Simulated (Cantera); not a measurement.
## Gas-phase reforming

An isothermal, constant-pressure homogeneous reactor starts with CH4 : H2O : H2 = 1 : 0.4 : 8 (molar parts), at 1625 K and 4.93 atm.

Computed with Cantera and GRI-Mech 3.0 (53 species, 325 reactions). GRI-Mech 3.0 stops at C3 and has no aromatics, soot or wall deposition, so with more carbon than oxygen in the feed, carbon stays in small species such as C2H2 where larger ones or solid carbon would form.

```
t (s)      x CH4    x H2O   x H2    x C2H4     x OH      x CO
--------  ------  -------  -----  --------  -------  --------
0.000800   0.106   0.0425  0.851  0.000203  5.71e-8   9.81e-7
0.00253    0.104   0.0425  0.852  0.000437  5.73e-8   3.49e-6
0.00800    0.101   0.0424  0.854  0.000864  5.77e-8   1.25e-5
0.0253    0.0930   0.0421  0.859   0.00176  5.86e-8   4.97e-5
0.0800    0.0852   0.0416  0.863   0.00266  5.96e-8  0.000207
0.253     0.0836   0.0410  0.865   0.00277  5.89e-8  0.000756
0.800     0.0823   0.0392  0.866   0.00267  5.62e-8   0.00241
2.53      0.0788   0.0342  0.871   0.00243  4.90e-8   0.00692
8.00      0.0711   0.0238  0.881   0.00193  3.39e-8    0.0165
25.3      0.0602   0.0101  0.895   0.00134  1.42e-8    0.0294
80.0      0.0528  0.00136  0.904   0.00102  1.91e-9    0.0377
```
x: mole fraction; the columns are a selection and need not sum to one.

Equilibrium at this temperature and pressure: CH4 0.0517, H2O 1.51e-5, H2 0.906, C2H4 0.000969, OH 2.12e-11, CO 0.0390 (gas phase only).
